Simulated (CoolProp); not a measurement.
Saturation properties of hydrogen chloride.

The numbers come from the reference Helmholtz-energy equation of state, Thol 2018 in CoolProp.

| T (K) | p (kPa) | liquid density (kg/m³) | enthalpy of vaporisation (kJ/kg) | liquid cp (kJ/(kg K)) |
|---|---|---|---|---|
| 200.5 | 194.6 | 1154 | 430.1 | 1.670 |
| 203.3 | 222.9 | 1147 | 426.8 | 1.673 |
| 206.1 | [?] | 1139 | 423.4 | 1.677 |
| 208.9 | 289.3 | 1132 | [?] | [?] |
| 211.7 | 327.6 | 1124 | 416.5 | 1.687 |
| 214.5 | [?] | 1117 | 412.9 | 1.692 |
| 217.3 | 416.1 | 1109 | 409.3 | 1.698 |
| 220.1 | 466.6 | 1102 | 405.5 | 1.705 |
| 222.8 | 519.5 | 1094 | 401.8 | 1.711 |
| 225.6 | 579.2 | 1086 | [?] | 1.719 |
| 228.4 | 643.8 | 1078 | 393.9 | 1.728 |
| 231.2 | 713.8 | 1070 | 389.8 | 1.737 |
| 234 | 789.3 | 1061 | 385.6 | [?] |

Question: Some entries are withheld; supply them.

Answer: 
- 206.1, p (kPa): 254.4
- 208.9, enthalpy of vaporisation (kJ/kg): 420.0
- 208.9, liquid cp (kJ/(kg K)): 1.682
- 214.5, p (kPa): 369.8
- 225.6, enthalpy of vaporisation (kJ/kg): 397.9
- 234, liquid cp (kJ/(kg K)): 1.747

It boils at 188.2 K under 1 atm.
